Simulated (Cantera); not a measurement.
Input (Python, Cantera) and output of one run.

```python
import numpy as np
import cantera as ct

gas_names = """
    Fe FeO Fe(OH)2 H HNO HNO2 HNO3 HO2 H2 H2O H2O2 N NH NH2 NH3 NH2OH NO NO2 NO3 N2 N2H2 N2H4 N2O O OH
    O2 O3
""".split()
cond_names = """
    Fe(a) Fe(c) Fe(d) Fe(L) FeO(s) FeO(L) Fe(OH)2(s) Fe(OH)3(s) Fe2O3(s) Fe3O4(s) H2O(s) H2O(L)
""".split()


# ... load() reads the species with a 1 bar reference pressure and builds the phases ...
atoms = {
    'Fe3O4': {'Fe': 3, 'O': 4},
    'H2': {'H': 2},
    'N2': {'N': 2},
}
top_T = {'Fe2O3(s)': 1830, 'Fe3O4(s)': 1870}  # K; cautious upper limits of use, not melting points


# ... equilibrate(T, P, feed) seeds the gas with the atoms and calls Mixture.equilibrate('TP', solver="vcs", rtol=1e-11, max_steps=5000) ...
results = []
feed = {'Fe3O4': 1, 'H2': 46, 'N2': 46}  # mol
T = 825  # K
P = 101325  # Pa
mix = equilibrate(T, P, feed)
results.append((T, P, feed, dict(zip(mix.species_names, mix.species_moles))))
x = sorted(zip(gas.X, gas.species_names), reverse=True)
print(f"T = {T:g} K  P = {P:g} Pa  gas = {mix.phase_moles(0):.4g} mol")
print("   x: " + "  ".join(f"{s} {v:.3e}" for v, s in x if v > 0.0001))
print("   condensed (mol): " + ("  ".join(f"{mix.phase(i).name} {mix.phase_moles(i):.4g}"
      for i in range(1, mix.n_phases) if mix.phase_moles(i) > 1e-12) or "none"))
```

It prints:

```
T = 825 K  P = 101325 Pa  gas = 91.95 mol
   x: N2 5.000e-01  H2 4.560e-01  H2O 4.350e-02  NH3 5.162e-04
   condensed (mol): Fe(a) 3
```

Cantera equilibrium calculation (NASA polynomials, part measured and part estimated; ideal gas, pure solids and liquids).
